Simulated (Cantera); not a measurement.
Feed: 1 mol Si, a varied amount of HBr, 0.15 mol H₂, equilibrated at 475 °C and 7.50 Torr.

Equilibrium computed with Cantera from the NASA thermochemical tables; the gas is ideal and each condensed phase is pure. Candidate condensed phases: Br₂, Si; 19 gas species. Rates play no part.

**Question.** At 5.4 mol HBr, list the 4 most abundant gas species with their mole fractions, and the condensed phases.

**Answer.** H₂ 0.472, HBr 0.308, SiBr₄ 0.220, SiHBr₃ 8.02e-5. Condensed: gas only.
